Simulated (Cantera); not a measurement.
An isothermal, constant-pressure homogeneous reactor starts with CH₄ : N₂ = 3.9 : 7.4 (molar parts), at 1500 K and 20.0 Torr.

Computed with Cantera and GRI-Mech 3.0 (53 species, 325 reactions). GRI-Mech 3.0 stops at C3 and has no aromatics, soot or wall deposition, so with more carbon than oxygen in the feed, carbon stays in small species such as C2H2 where larger ones or solid carbon would form. Radical loss at walls, strong at low pressure, is not modelled.

Predict: x(CH₄) at 200 s; x(H₂) at 200 s; x(H) at 200 s; x(CH₂) at 200 s; x(C₂H₆) at 200 s; x(HCN) at 200 s; x(C₂H₄) at 200 s.


```
Item                                                 Result
----------------  -----------------------------------------
x(CH₄) at 200 s     0.00260 (gas-phase equilibrium 0.00152)
x(H₂) at 200 s          0.382 (gas-phase equilibrium 0.383)
x(H) at 200 s       6.67e-5 (gas-phase equilibrium 6.72e-5)
x(CH₂) at 200 s    1.33e-9 (gas-phase equilibrium 7.84e-10)
x(C₂H₆) at 200 s    4.54e-8 (gas-phase equilibrium 2.05e-8)
x(HCN) at 200 s      1.50e-7 (gas-phase equilibrium 0.0934)
x(C₂H₄) at 200 s  0.000365 (gas-phase equilibrium 0.000233)
```
